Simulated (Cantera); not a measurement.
(CH3)2SiCl2 + HCl + H2 (silicon carbide growth)

Charge: 1 mol (CH3)2SiCl2, 0.42 mol HCl, 40 mol H2, equilibrated at 5800 Pa.

Cantera equilibrium calculation (NASA polynomials, part measured and part estimated; ideal gas, pure solids and liquids). Candidate condensed phases: C, C6H6, C7H8, C8H18, Si, SiC; 109 gas species. The feed counts by its element totals alone. The tables' values for SiCl are old estimates; treat these amounts as uncertain. Gases not in the tables: Si2H6 and higher silanes. The numbers say what is thermodynamically allowed, not how fast it happens.

| T (K) | log p H2 | log p H | log p HCl | log p Si | log p C2H2 (acetylene) | log p CH4 | log p Cl | log p SiC2 | n C(graphite) | n SiC(s) |
|---|---|---|---|---|---|---|---|---|---|---|
| 1023 | -1.26 | -9.01 | -2.52 | <-13 | -9.94 | -3.65 | -10.30 | <-13 | 0.855 | 0.974 |
| 1223 | -1.26 | -7.15 | -2.50 | <-13 | -8.07 | -4.40 | -8.46 | <-13 | 0.971 | 0.998 |
| 1423 | -1.26 | -5.81 | -2.50 | -11.09 | -6.73 | -4.94 | -7.13 | <-13 | 0.993 | 0.998 |
| 1623 | -1.26 | -4.79 | -2.50 | -8.75 | -5.72 | -5.35 | -6.14 | -11.09 | 0.999 | 0.994 |
| 1823 | -1.26 | -3.99 | -2.51 | -6.93 | -4.94 | -5.67 | -5.36 | -8.71 | 0.992 | 0.989 |
| 2023 | -1.26 | -3.35 | -2.51 | -5.47 | -4.31 | -5.93 | -4.73 | -6.81 | 0.947 | 0.977 |
| 2223 | -1.27 | -2.83 | -2.53 | -4.28 | -3.81 | -6.15 | -4.22 | -5.26 | 0.837 | 0.910 |
| 2423 | -1.30 | -2.40 | -2.56 | -3.28 | -3.41 | -6.37 | -3.81 | -3.97 | 0.854 | 0.293 |
log p: log10 of the partial pressure in bar; n: condensed amount in mol.

From 1023 K to 2423 K the condensed part is C(graphite) + SiC(s). The main Si-bearing gas is SiCl4 at 1023 K and Si at 2423 K.
